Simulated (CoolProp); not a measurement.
Vapour-liquid equilibrium of isobutane (1) + R245fa (2) at 378 K; x and y are mole fractions of (1).

Computed with CoolProp (multi-fluid Helmholtz-energy mixture model, Bücker 2006 and Akasaka 2015; pair parameters Bell 2016).

### Question
Give the bubble pressure and the first vapour's composition at x = 0.35, 0.65, 0.875. Is there an azeotrope?

### Answer
x = 0.35: 2.274 MPa, y = 0.466; x = 0.65: 2.493 MPa, y = 0.659; x = 0.875: 2.390 MPa, y = 0.842. y crosses x between x = 0.65 and 0.725: the model has an azeotrope there.

Pair parameters are fitted to limited data, so mixtures are less certain than the pure fluids.
